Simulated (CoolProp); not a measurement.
A Linde-Hampson liquefier for nitrogen: isothermal reversible compression at 290 K from 1 atm to 30 MPa, throttling to 1 atm, return gas leaving the recuperator 2 K below the feed. Each further row changes one setting.

Computed with CoolProp (reference Helmholtz-energy equation of state, Span 2000).

| case | liquid yield per pass | compression work (kJ/kg of gas) |
|---|---|---|
| as stated | 0.094 | 493 |
| high pressure 60 MPa | 0.085 | 570 |
| warm-end temperature 320 K | 0.067 | 547 |
| warm-end gap 7 K | 0.083 | 493 |
